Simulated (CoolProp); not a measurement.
A closed Brayton cycle with carbon dioxide: compressor inlet 328.15 K and 8.3 MPa, high pressure 22.9 MPa, turbine inlet 830 K, compressor efficiency 0.89, turbine efficiency 0.85, recuperator effectiveness 0.8 (on enthalpy, no pinch check). Each further row changes one setting.

Values from CoolProp's reference Helmholtz-energy equation of state, Span 1996.

```json
[
 {"case": "as stated", "thermal efficiency (%)": "?", "net work (kJ/kg)": "74.2", "compressor to turbine work": "0.41", "compressor exit (K)": "413.9", "turbine exit (K)": "714.8"},
 {"case": "turbine inlet 780 K", "thermal efficiency (%)": "26.2", "net work (kJ/kg)": "?", "compressor to turbine work": "0.44", "compressor exit (K)": "413.9", "turbine exit (K)": "?"},
 {"case": "compressor inlet 338.15 K", "thermal efficiency (%)": "?", "net work (kJ/kg)": "68.3", "compressor to turbine work": "0.46", "compressor exit (K)": "429.2", "turbine exit (K)": "714.8"},
 {"case": "high pressure 19.5 MPa", "thermal efficiency (%)": "26.0", "net work (kJ/kg)": "?", "compressor to turbine work": "0.39", "compressor exit (K)": "400.0", "turbine exit (K)": "?"},
 {"case": "recuperator effectiveness 0.5", "thermal efficiency (%)": "19.8", "net work (kJ/kg)": "74.2", "compressor to turbine work": "0.41", "compressor exit (K)": "413.9", "turbine exit (K)": "714.8"}
]
```

Q: Fill in the missing entries.

A: 
- as stated, thermal efficiency (%): 27.5
- turbine inlet 780 K, net work (kJ/kg): 65.5
- turbine inlet 780 K, turbine exit (K): 668.8
- compressor inlet 338.15 K, thermal efficiency (%): 26.5
- high pressure 19.5 MPa, net work (kJ/kg): 65.3
- high pressure 19.5 MPa, turbine exit (K): 732.6
